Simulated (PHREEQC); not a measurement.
# Brine (model solution)

A solution holds 0.66 mol/kgw HCl and 2.9 mol/kgw MgCl2, at 38 °C. Closed to the air; pH follows from the charge balance.

All values are PHREEQC results (Pitzer model, pitzer.dat), not measurements.

No solid was allowed to form.

Predict the pH.

pH -1.08.

Species that the database lacks are ignored. In brines, pH and single-ion activities rest on the MacInnes convention. Away from 25 °C the constants follow the database's enthalpies or fits; those with neither stay at their 25 °C values.
